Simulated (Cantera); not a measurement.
Input: 1 mol C₂H₄, 0.022 mol H₂O, 11 mol H₂, at 1998 K and 100 Torr.

Method: chemical equilibrium by Gibbs-energy minimisation in Cantera with the NASA 1993 tables (ideal gas, pure condensed phases). Candidate condensed phases: C, C₆H₆, C₇H₈, C₈H₁₈, H₂O; 110 gas species. The numbers say what is thermodynamically allowed, not how fast it happens.

Base state: H₂ 0.993, H 0.00438, CO 0.00168, C₂H₂ (acetylene) 0.000753, CH₄ 5.61e-5 (mole fractions); condensed: C(graphite).

Q: What changes in the equilibrium state with this change: 0.084 mol N₂ added?

A: 
| species | before | after |
|---|---|---|
| H₂ | 0.993 | 0.986 |
| N₂ | 0 | 0.00580 |
| H | 0.00438 | 0.00436 |
| HCN | 0 | 0.00111 |
| HNC | 0 | 6.27e-5 |
| CH₄ | 5.61e-5 | 5.53e-5 |
| C(graphite), mol | 1.96 | 1.94 |
